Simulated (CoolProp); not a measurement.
Vapour pressure (MPa) of water: the reference equation beside estimates from Tc = 647.1 K, pc = 22.06 MPa, ω = 0.344.

Values from CoolProp's reference Helmholtz-energy equation of state, Wagner 2002.

```
T (K)  reference  van der Waals  Peng-Robinson
-----  ---------  -------------  -------------
409.1     0.3220          2.575         0.3147
423.3     0.4781          3.102         0.4711
437.5     0.6897          3.696         0.6841
451.7     0.9698          4.360         0.9672
466        1.336          5.104          1.338
480.2      1.798          5.919          1.807
494.4      2.376          6.813          2.395
508.6      3.087          7.790          3.120
522.8      3.953          8.851          4.001
537        4.993          9.999          5.061
551.2      6.230          11.24          6.321
565.4      7.689          12.56          7.805
579.7      9.409          14.00          9.551
593.9      11.40          15.51          11.56
608.1      13.70          17.13          13.88
```

Absolute difference from the reference over all 15 rows, mean and median: van der Waals 224.1 and 152.3 %, Peng-Robinson 1.1 and 1.3 %.
